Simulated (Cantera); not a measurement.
Cantera run:

```python
import numpy as np
import cantera as ct

gas_names = """
    C CO CO2 C2 C2O C3 C3O2 C4 C5 Cu CuO Cu2 O O2 O3
""".split()
cond_names = """
    C(gr) Cu(cr) Cu(L) CuO(s) Cu2O(s) Cu2O(L)
""".split()


# ... load() reads the species with a 1 bar reference pressure and builds the phases ...
atoms = {
    'CuO': {'Cu': 1, 'O': 1},
    'C': {'C': 1},
    'CO': {'C': 1, 'O': 1},
}
top_T = {'C(gr)': 4500, 'CuO(s)': 1390}  # K; cautious upper limits of use, not melting points


# ... equilibrate(T, P, feed) seeds the gas with the atoms and calls Mixture.equilibrate('TP', solver="vcs", rtol=1e-11, max_steps=5000) ...
results = []
T = 2548  # K
P = 33  # Pa
for m in [0.7, 1.5, 2.3, 3.1, 3.9, 4.6, 5.4]:
    feed = {'CuO': 1, 'C': m, 'CO': 1.7}  # mol
    mix = equilibrate(T, P, feed)
    results.append((T, P, feed, dict(zip(mix.species_names, mix.species_moles))))

top = {s: max(r[3][s] / sum(r[3][g] for g in gas_names) for r in results) for s in gas_names}
cols = sorted((s for s in top if top[s] > 1e-05), key=lambda s: -top[s])[:8]
seen = [c for c in cond_names if any(r[3].get(c, 0) > 1e-12 for r in results)]
print("log10 of partial pressures in bar; condensed amounts in mol")
print(f"{'n(C)':>10s}" + "".join(f"{s[:9]:>10s}" for s in cols + seen))
for T, P, feed, n in results:
    ng = sum(n[g] for g in gas_names)
    print(f"{feed['C']:10.4g}" + "".join(f"{np.log10(max(n[s] / ng * P / 1e5, 1e-99)):10.3f}" for s in cols)
          + "".join(f"{n.get(c, 0):10.4g}" for c in seen))
```

Result:

```
log10 of partial pressures in bar; condensed amounts in mol
      n(C)        CO        Cu         O       CO2        O2        C3         C        C2     C(gr)
       0.7    -3.671    -4.042    -4.700    -5.308    -5.924   -28.488   -13.999   -22.019         0
       1.5    -3.620    -4.052   -12.150   -12.707   -20.823    -5.986    -6.498    -7.017    0.4591
       2.3    -3.620    -4.052   -12.150   -12.707   -20.823    -5.986    -6.498    -7.017     1.259
       3.1    -3.620    -4.052   -12.150   -12.707   -20.823    -5.986    -6.498    -7.017     2.059
       3.9    -3.620    -4.052   -12.150   -12.707   -20.823    -5.986    -6.498    -7.017     2.859
       4.6    -3.620    -4.052   -12.150   -12.707   -20.823    -5.986    -6.498    -7.017     3.559
       5.4    -3.620    -4.052   -12.150   -12.707   -20.823    -5.986    -6.498    -7.017     4.359
```

Method: chemical equilibrium by Gibbs-energy minimisation in Cantera with the NASA 1993 tables (ideal gas, pure condensed phases).
